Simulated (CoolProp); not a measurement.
Vapour-liquid equilibrium of dimethyl ether (1) + isobutane (2) at 187.2 K; x and y are mole fractions of (1).

Computed with CoolProp (multi-fluid Helmholtz-energy mixture model, Wu 2011 and Bücker 2006; pair parameters Bell 2016).

**Question.** Give the bubble pressure and the first vapour's composition at x = 0.425, 0.65, 0.725. Is there an azeotrope?

**Answer.** x = 0.425: 0.02460 bar, y = 0.612; x = 0.65: 0.02604 bar, y = 0.713; x = 0.725: 0.02625 bar, y = 0.750. y crosses x between x = 0.725 and 0.8: the model has an azeotrope there.

The pair parameters rest on a limited set of measurements; away from them the model extrapolates.
